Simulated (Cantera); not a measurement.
# Adiabatic ignition

An adiabatic, constant-volume homogeneous reactor starts with CH₄ : H₂ : O₂ : N₂ = 1 : 0.38 : 0.995 : 3.74 (molar parts), at 1448 K and 420000 Pa.

Cantera simulation using GRI-Mech 3.0 (53 species, 325 reactions); the numbers are that mechanism's predictions, not measurements.

```json
[
 {"t (s)": "1.00e-6", "T (K)": "1448", "P (bar)": "4.20", "x CH₄": "0.164", "x H₂": "0.0621", "x O₂": "0.163", "x CH₂": "<1e-12", "x H₂O₂": "7.25e-9", "x C₂H": "<1e-12", "x HCN": "<1e-12"},
 {"t (s)": "4.27e-6", "T (K)": "1448", "P (bar)": "4.20", "x CH₄": "0.164", "x H₂": "0.0621", "x O₂": "0.163", "x CH₂": "<1e-12", "x H₂O₂": "9.00e-8", "x C₂H": "<1e-12", "x HCN": "<1e-12"},
 {"t (s)": "1.82e-5", "T (K)": "1448", "P (bar)": "4.20", "x CH₄": "0.163", "x H₂": "0.0621", "x O₂": "0.163", "x CH₂": "8.62e-11", "x H₂O₂": "6.15e-7", "x C₂H": "<1e-12", "x HCN": "<1e-12"},
 {"t (s)": "7.77e-5", "T (K)": "1464", "P (bar)": "4.24", "x CH₄": "0.161", "x H₂": "0.0614", "x O₂": "0.161", "x CH₂": "9.12e-9", "x H₂O₂": "3.50e-6", "x C₂H": "<1e-12", "x HCN": "<1e-12"},
 {"t (s)": "0.000331", "T (K)": "2717", "P (bar)": "9.23", "x CH₄": "1.11e-9", "x H₂": "0.202", "x O₂": "1.02e-5", "x CH₂": "6.65e-11", "x H₂O₂": "1.31e-8", "x C₂H": "<1e-12", "x HCN": "3.47e-6"},
 {"t (s)": "0.00141", "T (K)": "2719", "P (bar)": "9.23", "x CH₄": "1.02e-9", "x H₂": "0.202", "x O₂": "1.04e-5", "x CH₂": "6.13e-11", "x H₂O₂": "1.33e-8", "x C₂H": "<1e-12", "x HCN": "1.33e-6"},
 {"t (s)": "0.00603", "T (K)": "2719", "P (bar)": "9.23", "x CH₄": "1.02e-9", "x H₂": "0.202", "x O₂": "1.04e-5", "x CH₂": "6.12e-11", "x H₂O₂": "1.33e-8", "x C₂H": "<1e-12", "x HCN": "1.29e-6"},
 {"t (s)": "0.0257", "T (K)": "2719", "P (bar)": "9.23", "x CH₄": "1.02e-9", "x H₂": "0.202", "x O₂": "1.04e-5", "x CH₂": "6.12e-11", "x H₂O₂": "1.33e-8", "x C₂H": "<1e-12", "x HCN": "1.29e-6"},
 {"t (s)": "0.110", "T (K)": "2719", "P (bar)": "9.23", "x CH₄": "1.02e-9", "x H₂": "0.202", "x O₂": "1.04e-5", "x CH₂": "6.12e-11", "x H₂O₂": "1.33e-8", "x C₂H": "<1e-12", "x HCN": "1.29e-6"},
 {"t (s)": "0.469", "T (K)": "2719", "P (bar)": "9.23", "x CH₄": "1.02e-9", "x H₂": "0.202", "x O₂": "1.04e-5", "x CH₂": "6.12e-11", "x H₂O₂": "1.33e-8", "x C₂H": "<1e-12", "x HCN": "1.29e-6"},
 {"t (s)": "2.00", "T (K)": "2719", "P (bar)": "9.23", "x CH₄": "1.02e-9", "x H₂": "0.202", "x O₂": "1.04e-5", "x CH₂": "6.12e-11", "x H₂O₂": "1.33e-8", "x C₂H": "<1e-12", "x HCN": "1.29e-6"}
]
```
x: mole fraction; the columns are a selection and need not sum to one.

```
Property                                                             Value
---------------------------------  ---------------------------------------
time of steepest temperature rise                                 0.207 ms
temperature at 2.00 s                                               2719 K
equilibrium temperature                                             2719 K
x(CH₄) at 2.00 s                   1.02e-9 (gas-phase equilibrium 1.15e-9)
x(H₂) at 2.00 s                        0.202 (gas-phase equilibrium 0.202)
x(O₂) at 2.00 s                    1.04e-5 (gas-phase equilibrium 1.04e-5)
```
